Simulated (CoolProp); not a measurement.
Propylene glycol at several states: density (kg/m³) from the reference equation and from simpler models built on Tc = 674.0 K, pc = 7.292 MPa, ω = 0.327; each cubic takes its own stable root.

Computed with CoolProp (reference Helmholtz-energy equation of state, Eisenbach 2021).

```tsv
T (K)	p (MPa)	phase	reference	Redlich-Kwong	Peng-Robinson
349.5	0.998	liquid	___	___	1106
333.2	0.0782	liquid	___	___	1118
292.9	0.0226	liquid	___	1001	1148
```

Some entries are withheld; supply them.


- 349.5, reference: 993.0
- 349.5, Redlich-Kwong: 953.5
- 333.2, reference: 1005
- 333.2, Redlich-Kwong: 967.2
- 292.9, reference: 1037
